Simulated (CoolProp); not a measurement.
Oxygen along the isobar 1.01 MPa: density (kg/m³) from the reference equation and from simpler models built on Tc = -118.6 °C, pc = 5.046 MPa, ω = 0.022; each cubic takes its own stable root.

The numbers come from the reference Helmholtz-energy equation of state, Schmidt 1985 in CoolProp. Above 300 K oxygen's equation is extrapolated.

```tsv
T (°C)	phase	reference
-144.55	gas	34.66
-129.25	gas	29.63
-114.05	gas	26.10
-98.85	gas	23.42
-83.65	gas	21.29
-68.45	gas	19.54
-53.25	gas	18.08
-38.05	gas	16.83
-22.85	gas	15.75
-7.55	gas	14.79
7.65	gas	13.96
22.85	gas	13.22
38.05	gas	12.55
```

### Question
How far does each simpler model (ideal gas, van der Waals, Redlich-Kwong, Peng-Robinson) lie from the reference over these 13 states: mean and median of the absolute difference, and the worst?

### Answer
- ideal gas: mean 3.7 %, median 2.2 %, worst -12.8 % at -144.55 °C and 1.01 MPa
- van der Waals: mean 0.6 %, median 0.3 %, worst -3.0 % at -144.55 °C and 1.01 MPa
- Redlich-Kwong: mean 0.1 %, median 0.1 %, worst +0.2 % at -114.05 °C and 1.01 MPa
- Peng-Robinson: mean 0.6 %, median 0.5 %, worst +1.0 % at -129.25 °C and 1.01 MPa
